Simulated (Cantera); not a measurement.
Input: 1 mol AlCl₃, 0.63 mol H₂O, 60 mol N₂, equilibrated at 128 Torr.

Cantera equilibrium calculation (NASA polynomials, part measured and part estimated; ideal gas, pure solids and liquids). Candidate condensed phases: Al, AlCl₃, AlN, Al₂O₃, H₂O, NH₄Cl; 45 gas species. The tables' values for AlCl₂ are old estimates; treat these amounts as uncertain. Rates play no part. All values below are at 1500 K.

Base state: N₂ 0.970, HCl 0.0203, AlCl₃ 0.00936, Cl 0.000105, H₂ 4.45e-5, AlCl₂ 1.61e-5 (mole fractions); condensed: Al₂O₃(s).

Q: What changes in the equilibrium state with this change: pressure from 128 Torr to 0.135 Torr?

A: 
```csv
species,before,after
N₂,0.970,0.968
HCl,0.0203,0.0201
AlCl₃,0.00936,0.00816
Cl,0.000105,0.00194
AlCl,2.15e-7,0.000486
H,2.85e-7,1.44e-5
AlCl₂,1.61e-5,0.000714
"Al₂O₃(s), mol",0.210,0.210
```

Q: What changes in the equilibrium state with this change: AlCl₃ replaced by Al?

A: 
```json
[
 {"species": "N₂", "before": "0.970", "after": "0.990"},
 {"species": "H₂", "before": "4.45e-5", "after": "0.0104"},
 {"species": "HCl", "before": "0.0203", "after": "0"},
 {"species": "AlCl₃", "before": "0.00936", "after": "0"},
 {"species": "Cl", "before": "0.000105", "after": "0"},
 {"species": "AlCl₂", "before": "1.61e-5", "after": "0"},
 {"species": "Al₂O₃(s), mol", "before": "0.210", "after": "0.210"},
 {"species": "AlN(s), mol", "before": "0", "after": "0.580"}
]
```
Mutual solubility and eutectic melting of coexisting phases are not modelled.
